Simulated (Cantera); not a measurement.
Input: 1 mol S, 0.034 mol SO₂, equilibrated at 1.10e7 Pa.

Cantera equilibrium calculation (NASA polynomials, part measured and part estimated; ideal gas, pure solids and liquids). Candidate condensed phases: S; 10 gas species. The ideal-gas law is rough above about 30 bar. Gases not in the tables: S₃ to S₇. Kinetics and transport are ignored. All values below are at 977 °C.

Base state: S₂ 0.536, SO₂ 0.382, S₂O 0.0666, S₈ 0.0150, SO 0.000200 (mole fractions); condensed: S(l).

Problem. What changes in the equilibrium state with this change: pressure from 1.10e7 Pa to 13300 Pa?

Solution. 
```tsv
species	before	after
S₂	0.536	0.932
SO₂	0.382	0.0598
S₂O	0.0666	0.00745
S₈	0.0150	<1e-9
SO	0.000200	0.000488
S(l), mol	0.894	0
```
